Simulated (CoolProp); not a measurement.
A simple Rankine cycle with R1224YDZ: condensing at 306.15 K, boiler at 1.68 MPa, turbine inlet 472.1 K, turbine efficiency 0.8, pump efficiency 0.8, no recuperator. Each further row changes one setting.

Computed with CoolProp (reference Helmholtz-energy equation of state, Akasaka 2023).

```
case                             thermal efficiency (%)  net work (kJ/kg)  heat in (kJ/kg)  turbine exit temperature (K)  volume ratio over the turbine
-------------------------------  ----------------------  ----------------  ---------------  ----------------------------  -----------------------------
as stated                                          12.7              38.3              301                         420.2                           8.69
condensing temperature 298.15 K                    13.9              43.2              310                         414.7                           11.3
boiler pressure 1.18 MPa                           10.9              33.3              306                         430.2                           5.97
turbine efficiency 0.7                             11.1              33.4              301                         425.4                           8.80
```
